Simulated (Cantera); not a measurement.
Standard-state values (1 bar) from the NASA 1993 polynomials, evaluated with Cantera. Values are per mole of reaction as written; species without (g) are pure solids or liquids, kept so even where they would boil at 1 bar.

TiCl4 + 2 H2(g) → Ti + 4 HCl(g), with ΔH° = 434.8 kJ and ΔS° = 264.2 J/K at 300 K.

Question: How far is the shortcut ΔG° ≈ ΔH°(300 K) − T·ΔS°(300 K) from the full temperature-dependent value at 350, 400, 450, 500, 550 K?

Answer: 
| T (K) | shortcut (kJ) | full (kJ) | difference (kJ) | difference in log10 K |
|---|---|---|---|---|
| 350 | 342.4 | 342.6 | -0.2 | 0.04 |
| 400 | 329.2 | 330.1 | -0.9 | 0.12 |
| 450 | 316.0 | 317.9 | -2.0 | 0.23 |
| 500 | 302.7 | 306.1 | -3.4 | 0.36 |
| 550 | 289.5 | 294.7 | -5.1 | 0.49 |
The shortcut ignores the heat-capacity change of the reaction.
